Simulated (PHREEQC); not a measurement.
A made-up water analysis in mg/L, 35 °C, pH 7.21, pe 10.3: Na 4.94; K 13.7; Ca 11.4; Mg 0.641; Cl 4.89; S(6) as SO4 23.8; Alkalinity as HCO3 32.7; Cd 3.12; Pb 0.38; N(5) as NO3 0.0253.

Valence states are taken as typed.

Computed with PHREEQC (ion-association model, phreeqc.dat).

No solid was allowed to form.

Task: Order these Pb species by the share of Pb that they hold, largest first: PbSO4, PbOH+, Pb+2, PbCO3, PbHCO3+.

Result: PbCO3 (79 %), Pb+2 (12 %), PbHCO3+ (4.2 %), PbOH+ (3.3 %), PbSO4 (1.1 %)

The pH is 7.21 and the ionic strength 0.00174 mol/kgw. The solution is supersaturated, for example in Otavite, so a real one may precipitate; this is no full list. Species that the database lacks are ignored.
